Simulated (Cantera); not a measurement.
## Adiabatic ignition

An adiabatic, constant-volume homogeneous reactor starts with 1.14 % CH4, 0.0454 % C2H6, 1.03 % C3H8, 20.6 % O2, 77.2 % N2, equivalence ratio 0.37, at 1125 K and 1350 Torr.

Model: GRI-Mech 3.0 (53 species, 325 reactions), integrated in Cantera. GRI-Mech 3.0 was tuned for natural gas; its chemistry of propane as a main component is partial and can be far from experiment.

```csv
t (s),T (K),P (bar),x CH4,x C2H6,x C3H8,x CH2O,x H2,x HO2
1.00e-6,1125,1.80,0.0114,0.000454,0.0103,3.58e-12,2.65e-11,1.68e-9
4.44e-6,1125,1.80,0.0114,0.000454,0.0103,7.63e-11,6.26e-10,1.77e-8
1.97e-5,1125,1.80,0.0114,0.000454,0.0103,1.67e-9,4.65e-9,1.07e-7
8.77e-5,1125,1.80,0.0114,0.000454,0.0103,3.96e-8,2.65e-8,4.97e-7
0.000390,1125,1.80,0.0114,0.000454,0.0103,1.31e-6,3.52e-7,1.85e-6
0.00173,1125,1.80,0.0114,0.000463,0.0103,2.99e-5,7.43e-6,2.27e-6
0.00770,1127,1.80,0.0114,0.000530,0.00987,0.000214,6.36e-5,4.11e-6
0.0342,2166,3.51,<1e-12,<1e-12,<1e-12,<1e-12,8.81e-5,3.94e-6
0.152,2157,3.49,<1e-12,<1e-12,<1e-12,<1e-12,8.37e-5,3.78e-6
0.675,2146,3.47,<1e-12,<1e-12,<1e-12,<1e-12,7.87e-5,3.58e-6
3.00,2145,3.47,<1e-12,<1e-12,<1e-12,<1e-12,7.83e-5,3.57e-6
```
x: mole fraction; the columns are a selection and need not sum to one.

The time of steepest temperature rise comes out as 17.6 ms and the temperature at 3.00 s comes out as 2145 K. The equilibrium temperature is 2145 K, the x(CH4) at 3.00 s comes out as <1e-12 (gas-phase equilibrium <1e-12) and the x(C2H6) at 3.00 s is <1e-12 (gas-phase equilibrium <1e-12). The x(C3H8) at 3.00 s is <1e-12 (gas-phase equilibrium <1e-12).
